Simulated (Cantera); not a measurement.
What does this Cantera script print?

```python
import numpy as np
import cantera as ct

gas = ct.Solution("gri30.yaml")


def delay(T, t_max=10):
    gas.TPX = T, 66000, {'CH4': 1, 'O2': 1.43, 'N2': 5.37}
    reactor = ct.IdealGasReactor(gas, clone=False)
    net = ct.ReactorNet([reactor])
    net.rtol, net.atol = 1e-8, 1e-16
    while net.time < t_max:
        t_old, T_old = net.time, reactor.T
        net.step()
        if reactor.T > T + 400:  # ignition: a rise of 400 K
            return t_old + (T + 400 - T_old) / (reactor.T - T_old) * (net.time - t_old)
    return np.nan


taus = []
for T in [1048, 1148, 1248, 1348, 1448, 1548, 1648, 1748, 1848, 1948]:
    taus.append(delay(T))
    print(f"T0 = {T:6g} K   tau = {taus[-1]:.4e} s")
```

Output:

```
T0 =   1048 K   tau = 8.3705e-01 s
T0 =   1148 K   tau = 1.6182e-01 s
T0 =   1248 K   tau = 3.7065e-02 s
T0 =   1348 K   tau = 9.8200e-03 s
T0 =   1448 K   tau = 3.0021e-03 s
T0 =   1548 K   tau = 1.0767e-03 s
T0 =   1648 K   tau = 4.5339e-04 s
T0 =   1748 K   tau = 2.1844e-04 s
T0 =   1848 K   tau = 1.1671e-04 s
T0 =   1948 K   tau = 6.7535e-05 s
```

Model: GRI-Mech 3.0 (53 species, 325 reactions), integrated in Cantera.
